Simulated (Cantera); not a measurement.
Feed: 1 mol SiC, 0.17 mol N2O, a varied amount of N2, at 2050 K and 0.0100 bar.

Equilibrium computed with Cantera from the NASA thermochemical tables; the gas is ideal and each condensed phase is pure. Candidate condensed phases: C, Si, SiC, SiO2, Si2N2O, Si3N4; 34 gas species. The tables' values for SiN are old estimates; treat these amounts as uncertain. The numbers say what is thermodynamically allowed, not how fast it happens.

Problem. At 80 mol N2, list the 4 most abundant gas species with their mole fractions, and the condensed phases.

Solution. N2 0.996, CO 0.00191, Si 0.00161, SiO 0.000200. Condensed: SiC(s).
